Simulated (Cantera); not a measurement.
A perfectly stirred reactor is fed with 7.64 % CH₄, 0.649 % C₂H₆, 19.2 % O₂, 72.5 % N₂, equivalence ratio 0.91, at 750 Torr; it is adiabatic with a 375 K inlet, and is followed from long to short residence time, starting on the burning branch (τ in s: 0.25, 0.082, 0.027, 0.0087, 0.0028, 0.00092, 0.0003, 9.7e-05, 3.1e-05, 1e-05).

Computed with Cantera and GRI-Mech 3.0 (53 species, 325 reactions).

x: mole fraction; the columns are a selection and need not sum to one.

```json
[
 {"τ (s)": "0.25", "T (K)": "2192", "x CH₄": "1.36e-6", "x C₂H₆": "1.37e-8", "x O₂": "0.0179", "x N₂O": "1.98e-7", "x NO": "0.00161"},
 {"τ (s)": "0.082", "T (K)": "2184", "x CH₄": "___", "x C₂H₆": "___", "x O₂": "0.0187", "x N₂O": "2.03e-7", "x NO": "___"},
 {"τ (s)": "0.027", "T (K)": "2164", "x CH₄": "8.76e-6", "x C₂H₆": "1.16e-7", "x O₂": "0.0198", "x N₂O": "2.09e-7", "x NO": "0.000500"},
 {"τ (s)": "0.0087", "T (K)": "2123", "x CH₄": "___", "x C₂H₆": "___", "x O₂": "___", "x N₂O": "2.02e-7", "x NO": "___"},
 {"τ (s)": "0.0028", "T (K)": "2061", "x CH₄": "4.45e-5", "x C₂H₆": "8.58e-7", "x O₂": "0.0245", "x N₂O": "1.81e-7", "x NO": "0.000158"},
 {"τ (s)": "0.00092", "T (K)": "1982", "x CH₄": "0.000105", "x C₂H₆": "2.21e-6", "x O₂": "0.0280", "x N₂O": "1.57e-7", "x NO": "9.12e-5"},
 {"τ (s)": "0.00030", "T (K)": "1887", "x CH₄": "0.000287", "x C₂H₆": "6.16e-6", "x O₂": "0.0326", "x N₂O": "1.36e-7", "x NO": "5.02e-5"},
 {"τ (s)": "9.7e-5", "T (K)": "1764", "x CH₄": "0.00112", "x C₂H₆": "2.38e-5", "x O₂": "0.0423", "x N₂O": "1.11e-7", "x NO": "2.13e-5"},
 {"τ (s)": "3.1e-5", "T (K)": "375", "x CH₄": "0.0764", "x C₂H₆": "0.00649", "x O₂": "0.192", "x N₂O": "<1e-12", "x NO": "<1e-12"},
 {"τ (s)": "1.0e-5", "T (K)": "375", "x CH₄": "0.0764", "x C₂H₆": "0.00649", "x O₂": "0.192", "x N₂O": "<1e-12", "x NO": "<1e-12"}
]
```

Task: What belongs in the gaps?

Result: 
- 0.082, x CH₄: 3.63e-6
- 0.082, x C₂H₆: 4.04e-8
- 0.082, x NO: 0.000911
- 0.0087, x CH₄: 1.98e-5
- 0.0087, x C₂H₆: 3.23e-7
- 0.0087, x O₂: 0.0217
- 0.0087, x NO: 0.000279
